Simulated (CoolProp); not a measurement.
A closed Brayton cycle with nitrogen: compressor inlet 308.15 K and 4.4 MPa, high pressure 8.98 MPa, turbine inlet 910 K, compressor efficiency 0.89, turbine efficiency 0.85, recuperator effectiveness 0.9 (on enthalpy, no pinch check). Each further row changes one setting.

Values from CoolProp's reference Helmholtz-energy equation of state, Span 2000.

| case | thermal efficiency (%) | net work (kJ/kg) | compressor to turbine work | compressor exit (K) | turbine exit (K) |
|---|---|---|---|---|---|
| as stated | 35.3 | 70.6 | 0.54 | 387.6 | 778.1 |
| turbine inlet 860 K | 33.3 | … | … | 387.6 | … |
| compressor inlet 318.15 K | 34.2 | 67.7 | … | … | 778.1 |
| high pressure 7.63 MPa | 34.0 | … | … | 368.0 | 806.4 |
| recuperator effectiveness 0.5 | 19.1 | 70.6 | 0.54 | 387.6 | 778.1 |

Some entries are withheld; supply them.


- turbine inlet 860 K, net work (kJ/kg): 62.1
- turbine inlet 860 K, compressor to turbine work: 0.57
- turbine inlet 860 K, turbine exit (K): 734.1
- compressor inlet 318.15 K, compressor to turbine work: 0.56
- compressor inlet 318.15 K, compressor exit (K): 400.1
- high pressure 7.63 MPa, net work (kJ/kg): 58.5
- high pressure 7.63 MPa, compressor to turbine work: 0.51
